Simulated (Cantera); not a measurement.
Predominance diagram of Na at 925 K against the partial pressures of O2 and S2 (log10, bar). Cantera with NASA thermochemical tables; ideal gases at 1 bar, condensed phases pure. Candidates: Na(l), Na2O(s), Na2O2(s), Na2S(s), Na2SO4(s). Only these pure phases compete in this equilibrium. Not in the tables: pyrosulfates.

```
log p(S2) \ log p(O2)
        columns: -26, -24.8, -23.6, -22.5, -21.3, -20.1, -18.9, -17.7, -16.5, -15.4, -14.2, -13, -11.8, -10.6, -9.5, -8.3, -7.1, -5.9, -4.7, -3.5, -2.4, -1.2, 0
      0  A A A A A A B B B C C C C C C C C C C C C C C
   -2.2  A A A A A A B B B B C C C C C C C C C C C C C
   -4.4  A A A A A A B B B B B C C C C C C C C C C C C
   -6.7  A A A A A A B B B B B B C C C C C C C C C C C
   -8.9  A A A A A A B B B B B B B C C C C C C C C C C
  -11.1  A A A A A A B B B B B B B B C C C C C C C C C
  -13.3  A A A A A A B B B B B B B B B C C C C C C C C
  -15.6  A A A A A A B B B B B B B B B B C C C C C C C
  -17.8  A A A A A A B B B B B B B B B B B C C C C C C
    -20  A A A A A A B B B B B B B B B B B B C C C C C
```

A: Na2S(s); B: Na2SO4(s); C: out of reach (another gas would pass 10 bar, or a non-metal would condense).
